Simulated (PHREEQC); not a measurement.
Consider water at 88 °C with 15 mmol/kgw HF and 8.8 mmol/kgw Na2HPO4. Closed to the air; pH follows from the charge balance.

The numbers come from PHREEQC with the ion-association model, wateq4f.dat.

```json
[
 {"quantity": "pH", "before": "3.86", "after": "2.79"},
 {"quantity": "ionic strength (mol/kgw)", "before": "0.0177", "after": "0.00171"}
]
```

Name the change that produced these shifts.
A. HF left out
B. temperature from 88 to 5 °C
C. HF replaced by HBF4 at the same molality
D. Na2HPO4 left out
E. HF from 0.015 to 0.0165 mol/kgw

D, Na2HPO4 left out

Precipitation was switched off in this run. H3PO4, which wateq4f.dat lacks, is added to it with the constant of phreeqc.dat. Constants without temperature data keep their 25 °C values here.
